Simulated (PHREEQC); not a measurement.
Consider water at 25 °C with 12 mmol/kgw MgBr2. Closed to the air; pH follows from the charge balance.

Model: ion-association model, phreeqc.dat, run in PHREEQC.

| Item | Result |
|---|---|
| ionic strength | 0.0360 mol/kgw |
| specific conductance | 2600 µS/cm |

```tsv
species	molality	activity	log γ
Br-	0.0240	0.0199	-0.082
Mg+2	0.0120	0.00628	-0.281
H+	2.12e-7	1.83e-7	-0.062
MgOH+	1.45e-7	1.24e-7	-0.069
OH-	6.62e-8	5.51e-8	-0.079
```

No solid was allowed to form. Species that the database lacks are ignored.
